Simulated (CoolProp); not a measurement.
200 sccm (0 °C, 1 atm) of nitrogen bubbles through liquid toluene at 352.4 K and leaves saturated at a total pressure of 0.15 MPa (ideal gas phase). Each further row changes one setting.

Computed with CoolProp (reference Helmholtz-energy equation of state, Lemmon 2006). It is a short technical equation, of lower accuracy than the large ones.

```csv
case,vapour pressure (kPa),mole fraction of vapour,delivery (mg/min),delivery (sccm),change of delivery for a bath 1 K warmer (%)
as stated,37.9,___,278,___,4.8
bath temperature 357.4 K,44.9,0.299,351,___,4.9
total pressure 0.3 MPa,37.9,0.126,119,___,___
```

Problem. Fill in the missing entries.

Solution. 
- as stated, mole fraction of vapour: 0.252
- as stated, delivery (sccm): 67.6
- bath temperature 357.4 K, delivery (sccm): 85.5
- total pressure 0.3 MPa, delivery (sccm): 28.9
- total pressure 0.3 MPa, change of delivery for a bath 1 K warmer (%): 4.0
